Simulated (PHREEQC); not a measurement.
Make-up at 80 °C: 0.15 mol MnSO4 and 0.029 mol ZnCl2 per kg of water. Closed to the air; pH follows from the charge balance.

Computed with PHREEQC (ion-association model, phreeqc.dat).

Each row changes one thing in this solution. No solid was allowed to form.

| case | pH | ionic strength (mol/kgw) | Zn+2 (mol/kgw) | ZnCl+ (mol/kgw) | ZnCl2 (mol/kgw) | ZnOH+ (mol/kgw) |
|---|---|---|---|---|---|---|
| as made | 5.32 | 0.301 | 0.0126 | 0.00301 | 7.90e-5 | 3.10e-5 |
| MnSO4 left out | 4.75 | 0.0699 | 0.0206 | 0.00807 | 0.000295 | 2.10e-5 |
| MnSO4 from 0.15 to 0.135 mol/kgw | 5.30 | 0.280 | 0.0129 | 0.00316 | 8.48e-5 | 3.11e-5 |
| temperature from 80 to 40 °C | 5.66 | 0.349 | 0.0129 | 0.000811 | 1.96e-5 | 6.21e-6 |

Away from 25 °C the constants follow the database's enthalpies or fits; those with neither stay at their 25 °C values.
